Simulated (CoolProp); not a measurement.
Vapour-liquid equilibrium of R134a (1) + R245fa (2) at 278.8 K; x and y are mole fractions of (1).

Model: multi-fluid Helmholtz-energy mixture model, Tillner-Roth 1994 and Akasaka 2015; pair parameters Akasaka 2014, in CoolProp.

| x | bubble pressure (kPa) | y at the bubble point | dew pressure at overall composition x (kPa) | liquid density (mol/L) |
|---|---|---|---|---|
| 0.05 | 82.63 | 0.207 | 71.44 | 10.47 |
| 0.125 | 103.7 | 0.412 | 76.39 | 10.62 |
| 0.2 | 124.8 | 0.548 | 82.06 | 10.78 |
| 0.275 | 145.8 | 0.645 | 88.64 | 10.93 |
| 0.35 | 166.8 | 0.718 | 96.34 | ? |
| 0.425 | 187.9 | ? | 105.5 | 11.24 |
| 0.5 | 209.2 | ? | 116.5 | 11.39 |
| 0.575 | 230.6 | 0.861 | 130.1 | 11.55 |
| 0.65 | 252.3 | 0.894 | 147.1 | 11.71 |
| 0.725 | ? | 0.922 | 169.0 | 11.87 |
| 0.8 | 296.5 | 0.947 | 198.4 | 12.03 |
| 0.875 | 319.2 | 0.969 | 239.2 | 12.20 |
| 0.95 | 342.1 | 0.988 | ? | 12.38 |

Problem. Some entries are withheld; supply them.

Solution. 
- 0.35, liquid density (mol/L): 11.08
- 0.425, y at the bubble point: 0.776
- 0.5, y at the bubble point: 0.823
- 0.725, bubble pressure (kPa): 274.3
- 0.95, dew pressure at overall composition x (kPa): 299.4

No azeotrope shows between x = 0.05 and 0.95.

Pair parameters are fitted to limited data, so mixtures are less certain than the pure fluids.
